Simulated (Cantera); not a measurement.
**Adiabatic ignition**

An adiabatic, constant-pressure homogeneous reactor starts with CO : H₂ : O₂ : N₂ : H₂O = 1 : 0.048 : 0.771 : 2.9 : 0.16 (molar parts), at 1050 K and 100000 Pa.

Cantera simulation using GRI-Mech 3.0 (53 species, 325 reactions); the numbers are that mechanism's predictions, not measurements.

```
t (s)     T (K)    x CO      x H₂    x O₂   x H₂O      x NO    x H₂O₂     x HO₂
--------  -----  ------  --------  ------  ------  --------  --------  --------
3.00e-6    1050   0.205   0.00984   0.158  0.0328    <1e-12    <1e-12  1.69e-11
9.90e-6    1050   0.205   0.00984   0.158  0.0328    <1e-12    <1e-12  1.38e-10
3.27e-5    1050   0.205   0.00984   0.158  0.0328    <1e-12    <1e-12   2.17e-9
0.000108   1050   0.205   0.00984   0.158  0.0328    <1e-12  1.98e-11   4.86e-8
0.000356   1050   0.205   0.00982   0.158  0.0328    <1e-12   8.89e-8   1.34e-5
0.00117    2257  0.0453   0.00178  0.0730  0.0391  0.000138   6.77e-8   3.52e-6
0.00387    2457  0.0242  0.000842  0.0647  0.0427   0.00131   6.92e-8   3.44e-6
0.0128     2456  0.0236  0.000824  0.0629  0.0428   0.00452   6.88e-8   3.37e-6
0.0422     2450  0.0233  0.000816  0.0606  0.0430   0.00907   6.68e-8   3.23e-6
0.139      2449  0.0232  0.000814  0.0600  0.0430    0.0102   6.63e-8   3.20e-6
0.459      2449  0.0232  0.000814  0.0600  0.0430    0.0102   6.63e-8   3.20e-6
1.52       2449  0.0232  0.000814  0.0600  0.0430    0.0102   6.63e-8   3.20e-6
5.00       2449  0.0232  0.000814  0.0600  0.0430    0.0102   6.63e-8   3.20e-6
```
x: mole fraction; the columns are a selection and need not sum to one.

The time of steepest temperature rise is 0.723 ms and the temperature at 5.00 s comes out as 2449 K. The equilibrium temperature is 2449 K and the x(CO) at 5.00 s is 0.0232 (gas-phase equilibrium 0.0232). The x(H₂) at 5.00 s is 0.000814 (gas-phase equilibrium 0.000814) and the x(O₂) at 5.00 s is 0.0600 (gas-phase equilibrium 0.0600).
